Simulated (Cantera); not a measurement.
An isothermal plug-flow reactor at 625 K and 3.30 bar (inlet), inlet velocity 0.11 m/s, active area per volume 1400 1/m; feed 0.914 % CO, 3.70 % O₂, 91.4 % N₂, 3.94 % H₂O, equivalence ratio 0.12.

Detailed kinetics in Cantera: Deutschmann's 1995 Pt surface mechanism with GRI-Mech 3.0 gas chemistry. Catalytic surfaces can have several steady states; this one follows from the mechanism file's or the stated starting coverage. Mass transfer to the wall is taken as infinitely fast.

x: gas mole fraction; θ: surface coverage.

| z (m) | x CO | x O₂ | x H₂O | x CO₂ | θ free Pt | θ O* | θ OH* | θ CO* |
|---|---|---|---|---|---|---|---|---|
| 0.00049 | 0.00886 | 0.0369 | 0.0394 | 0.000281 | 0.00833 | 0.00652 | 0.000918 | 0.984 |
| 0.001 | 0.00856 | 0.0368 | 0.0394 | 0.000585 | 0.00852 | 0.00679 | 0.000948 | 0.984 |
| 0.0023 | 0.00772 | 0.0364 | 0.0394 | 0.00143 | 0.00911 | 0.00771 | 0.00104 | 0.982 |
| 0.0049 | ? | 0.0353 | 0.0394 | ? | ? | ? | ? | 0.975 |
| 0.01 | 0.00165 | 0.0334 | 0.0395 | 0.00753 | 0.00312 | 0.989 | 0.00693 | 0.000658 |
| 0.023 | ? | 0.0332 | 0.0395 | 0.00797 | ? | 0.992 | ? | ? |
| 0.049 | 0.000824 | 0.0330 | 0.0395 | 0.00836 | 0.00186 | 0.993 | 0.00536 | 0.000116 |

Question: Complete the blanks.

Answer: 
- 0.0049, x CO: 0.00555
- 0.0049, x CO₂: 0.00361
- 0.0049, θ free Pt: 0.0116
- 0.0049, θ O*: 0.0121
- 0.0049, θ OH*: 0.00148
- 0.023, x CO: 0.00121
- 0.023, θ free Pt: 0.00222
- 0.023, θ OH*: 0.00586
- 0.023, θ CO*: 0.000244
